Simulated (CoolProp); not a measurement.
Properties of 1,2-dichloroethane along the isotherm 226.85 °C (Tc = 288.4 °C, pc = 5.226 MPa, ω = 0.269).

Model: reference Helmholtz-energy equation of state, Thol 2015, in CoolProp.

| p (MPa) | phase | Z | speed of sound (m/s) |
|---|---|---|---|
| 0.871 | gas | 0.9090 | 197.4 |
| 1.74 | gas | 0.7986 | 176.6 |
| 2.61 | liquid | 0.07137 | 425.3 |
| 3.48 | liquid | 0.09435 | 442.2 |
| 4.36 | liquid | 0.1173 | 458.1 |
| 5.23 | liquid | 0.1397 | 472.7 |
| 6.1 | liquid | 0.1619 | 486.4 |
| 6.97 | liquid | 0.1838 | 499.4 |
| 7.84 | liquid | 0.2056 | 511.8 |
| 8.71 | liquid | 0.2271 | 523.5 |
| 9.58 | liquid | 0.2485 | 534.8 |
| 10.5 | liquid | 0.2710 | 546.2 |
| 11.3 | liquid | 0.2904 | 555.8 |
| 12.2 | liquid | 0.3121 | 566.1 |
| 13.1 | liquid | 0.3336 | 576.1 |
